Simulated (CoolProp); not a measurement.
A Linde-Hampson liquefier for nitrogen: isothermal reversible compression at 200 K from 1 atm to 5 MPa, throttling to 1 atm, return gas leaving the recuperator 5 K below the feed. Each further row changes one setting.

Values from CoolProp's reference Helmholtz-energy equation of state, Span 2000.

```json
[
 {"case": "as stated", "liquid yield per pass": "0.060", "compression work (kJ/kg of gas)": "225"},
 {"case": "high pressure 10 MPa", "liquid yield per pass": "(withheld)", "compression work (kJ/kg of gas)": "(withheld)"},
 {"case": "warm-end temperature 230 K", "liquid yield per pass": "(withheld)", "compression work (kJ/kg of gas)": "262"},
 {"case": "warm-end gap 10 K", "liquid yield per pass": "0.045", "compression work (kJ/kg of gas)": "225"}
]
```

**Question.** What belongs in the gaps?

**Answer.** 
- high pressure 10 MPa, liquid yield per pass: 0.134
- high pressure 10 MPa, compression work (kJ/kg of gas): 261
- warm-end temperature 230 K, liquid yield per pass: 0.037
